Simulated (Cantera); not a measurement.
Diamond growth

A diamond (100) surface in a fixed gas of H2 with x(CH4) = 0.018, x(H) = 0.0033, x(CH3) = 0.00015, at 925 K; coverages are run to steady state.

Computed with Cantera and the Harris–Goodwin 1993 mechanism for the reconstructed diamond (100) surface.

```
P (Pa)  growth (µm/h)  θ c6HH  θ c6H*  θ c6*H   θ c6**  θ c6HM
------  -------------  ------  ------  ------  -------  ------
920             0.459   0.641  0.0117   0.302  0.00514  0.0314
1300            0.656   0.641  0.0117   0.302  0.00514  0.0318
1900            0.967   0.641  0.0117   0.301  0.00514  0.0321
2600             1.33   0.641  0.0117   0.301  0.00514  0.0322
3700             1.90   0.641  0.0117   0.301  0.00514  0.0324
5300             2.73   0.641  0.0117   0.301  0.00514  0.0325
7500             3.87   0.640  0.0118   0.301  0.00514  0.0325
11000            5.69   0.640  0.0118   0.301  0.00514  0.0326
```
θ: site fractions in the mechanism's names (c6HH fully hydrogenated, c6H* and c6*H radical sites, c6** diradical, c6HM methylated).
